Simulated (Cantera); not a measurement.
A Cantera script and its output.

```python
import numpy as np
import cantera as ct

gas = ct.Solution("gri30.yaml", transport_model="mixture-averaged")
show = ['CO2', 'C2H2', 'CH3']

rows = []
print(f"{'T/K':>7s}{'rho':>11s}{'cp':>10s}{'mu':>11s}{'lambda':>11s}{'Pr':>7s}" + "".join(f"{'D_' + s:>11s}" for s in show))
for T in [400, 500, 600, 700, 800, 900, 1000]:
    gas.TPX = T, 35, {'O2': 0.49}
    Pr = gas.cp_mass * gas.viscosity / gas.thermal_conductivity
    D = [gas.mix_diff_coeffs_mole[gas.species_index(s)] for s in show]
    rows.append([gas.density, gas.cp_mass, gas.viscosity, gas.thermal_conductivity, Pr, *D])
    print(f"{T:7g}{gas.density:11.4e}{gas.cp_mass:10.1f}{gas.viscosity:11.4e}"
          f"{gas.thermal_conductivity:11.4e}{Pr:7.3f}" + "".join(f"{d:11.4e}" for d in D))
print("SI units: kg/m3, J/kg/K, Pa s, W/m/K, m2/s")
```

Result:

```
    T/K        rho        cp         mu     lambda     Pr      D_CO2     D_C2H2      D_CH3
    400 3.3674e-04     941.4 2.5629e-05 3.3852e-02  0.713 7.6418e-02 8.1077e-02 1.0958e-01
    500 2.6939e-04     971.4 3.0045e-05 4.1143e-02  0.709 1.1373e-01 1.2032e-01 1.6166e-01
    600 2.2449e-04    1002.6 3.4077e-05 4.8204e-02  0.709 1.5649e-01 1.6525e-01 2.2113e-01
    700 1.9242e-04    1031.1 3.7824e-05 5.4969e-02  0.709 2.0430e-01 2.1543e-01 2.8749e-01
    800 1.6837e-04    1054.7 4.1353e-05 6.1440e-02  0.710 2.5684e-01 2.7057e-01 3.6036e-01
    900 1.4966e-04    1073.7 4.4705e-05 6.7643e-02  0.710 3.1387e-01 3.3042e-01 4.3941e-01
   1000 1.3470e-04    1090.2 4.7912e-05 7.3608e-02  0.710 3.7520e-01 3.9475e-01 5.2439e-01
SI units: kg/m3, J/kg/K, Pa s, W/m/K, m2/s
```

Detailed kinetics in Cantera: GRI-Mech 3.0 (53 species, 325 reactions).
